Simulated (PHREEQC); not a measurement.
A PHREEQC input (ion-association model, phreeqc.dat):

```
SOLUTION 1
  temp 20
  units mg/kgw
  pH 12.5
  pe 8.9
  Na 0.046
  K 0.0106
  Ca 0.0989
  Mg 0.00136
  Cl 0.058
  S(6) 0.0945 as SO4
  Alkalinity 0.207 as HCO3
  Br 0.00011
  Cd 0.00665
  B 5.5e-05
  F 0.000296
  Li 0.00121
END
USE solution 1
EQUILIBRIUM_PHASES 1
  Fluorite 0 0
  CO2(g) -3.4 10
END
```

It stops with these messages:

```
WARNING: Maximum iterations exceeded, 100
WARNING: Maximum iterations exceeded, 100
WARNING: The program has failed to converge to a numerical solution.
ERROR:           Alkalinity has not converged. Total: 3.392380e-06	Calculated: 2.432891e-02	Residual: -2.432552e-02
ERROR: Is non-carbonate alkalinity greater than total alkalinity?
ERROR:                    B has not converged. Total: 5.087882e-09	Calculated: 4.836752e-09	Residual: 2.511299e-10
ERROR:                   Br has not converged. Total: 1.376652e-09	Calculated: 1.549966e-09	Residual: -1.733142e-10
ERROR:                   Ca has not converged. Total: 2.467565e-06	Calculated: 2.127580e-06	Residual: 3.399852e-07
ERROR:                   Cd has not converged. Total: 5.916370e-08	Calculated: 5.833316e-08	Residual: 8.305394e-10
ERROR:                   Cl has not converged. Total: 1.635969e-06	Calculated: 1.836510e-06	Residual: -2.005408e-07
ERROR:                    F has not converged. Total: 1.558026e-08	Calculated: 1.750761e-08	Residual: -1.927354e-09
ERROR:                    K has not converged. Total: 2.710859e-07	Calculated: 3.044862e-07	Residual: -3.340034e-08
ERROR:                   Li has not converged. Total: 1.743767e-07	Calculated: 1.942204e-07	Residual: -1.984369e-08
ERROR:                   Mg has not converged. Total: 5.593945e-08	Calculated: 5.234952e-08	Residual: 3.589936e-09
ERROR:                   Na has not converged. Total: 2.000887e-06	Calculated: 2.238432e-06	Residual: -2.375444e-07
ERROR:                 S(6) has not converged. Total: 9.837192e-07	Calculated: 8.071767e-07	Residual: 1.765425e-07
ERROR:                   Mu Ionic strength has not converged. 	Residual: 6.569239e-04
ERROR:               A(H2O) Activity of water has not converged. 	Residual: 5.290491e-04
ERROR: Model failed to converge for initial solution  1.
```

Task: Why does the run stop?

Result: The fault: pH typed as 12.5 with the alkalinity kept. The line should read `pH 6.45` where the input has `pH 12.5`. With the mend the run ends at pH 5.87 and ionic strength 1.22e-5 mol/kgw.
